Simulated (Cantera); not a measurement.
An isothermal, constant-pressure homogeneous reactor starts with N2O : H2 : N2 = 1 : 0.024 : 8 (molar parts), at 1375 K and 0.650 bar.

Cantera simulation using GRI-Mech 3.0 (53 species, 325 reactions); the numbers are that mechanism's predictions, not measurements. GRI-Mech 3.0 was tuned for natural gas; its chemistry of N2O as a main component is partial and can be far from experiment. The mechanism lacks the step 2 NO + O2 → 2 NO2, which can matter for NO2 below about 1400 K. The temperature is held fixed by assumption; the heat of reaction is taken as removed at once.

x: mole fraction; the columns are a selection and need not sum to one.

```tsv
t (s)	x N2O	x H2	x H	x O2	x H2O	x H2O2
9.00e-6	0.111	0.00266	1.59e-7	2.36e-7	…	<1e-12
5.59e-5	0.111	0.00264	2.19e-6	5.67e-6	…	1.58e-10
0.000347	0.110	0.00212	9.75e-6	6.46e-5	…	1.33e-8
0.00216	0.107	0.000244	1.16e-6	0.000626	…	1.06e-8
0.0134	0.0980	3.97e-7	1.12e-7	0.00399	0.00263	3.25e-9
0.0834	0.0598	2.03e-7	1.10e-7	0.0192	0.00259	2.86e-9
0.518	0.00560	7.80e-8	2.43e-8	0.0417	0.00252	9.22e-10
3.22	3.58e-7	4.59e-9	2.91e-10	0.0443	0.00252	4.05e-11
20.0	7.40e-8	4.58e-9	2.90e-10	0.0443	0.00252	4.05e-11
```

### Question
What belongs in the gaps?

### Answer

- 9.00e-6, x H2O: 4.93e-8
- 5.59e-5, x H2O: 9.51e-6
- 0.000347, x H2O: 0.000498
- 0.00216, x H2O: 0.00239
